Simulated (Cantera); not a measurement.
A diamond (100) surface in a fixed gas of H2 with x(CH4) = 0.005, x(H) = 0.00032, at 1150 K, 0.0530 bar; coverages are run to steady state.

Model: the Harris–Goodwin 1993 mechanism for the reconstructed diamond (100) surface, integrated in Cantera.

θ: site fractions in the mechanism's names (c6HH fully hydrogenated, c6H* and c6*H radical sites, c6** diradical, c6HM methylated).

```
x(CH3)   growth (µm/h)  θ c6HH  θ c6H*  θ c6*H   θ c6**    θ c6HM
-------  -------------  ------  ------  ------  -------  --------
1e-06                ?   0.524  0.0305   0.432   0.0129   4.60e-5
2.4e-06              ?   0.524  0.0305   0.432   0.0129  0.000110
5.7e-06              ?   0.524  0.0305   0.432   0.0129  0.000262
1.4e-05              ?   0.524  0.0304   0.432   0.0128  0.000643
3.3e-05              ?   0.523  0.0304   0.431   0.0127   0.00151
7.8e-05              ?   0.521  0.0303   0.429   0.0124   0.00354
0.00019              ?   0.517  0.0300   0.425   0.0117   0.00843
0.00044              ?   0.508  0.0294   0.417   0.0104    0.0187
0.0011               ?   0.487  0.0281   0.398  0.00802    0.0426
```

Fill in the missing entries.


- 1e-06, growth (µm/h): 0.00370
- 2.4e-06, growth (µm/h): 0.00887
- 5.7e-06, growth (µm/h): 0.0210
- 1.4e-05, growth (µm/h): 0.0516
- 3.3e-05, growth (µm/h): 0.121
- 7.8e-05, growth (µm/h): 0.281
- 0.00019, growth (µm/h): 0.662
- 0.00044, growth (µm/h): 1.43
- 0.0011, growth (µm/h): 3.07
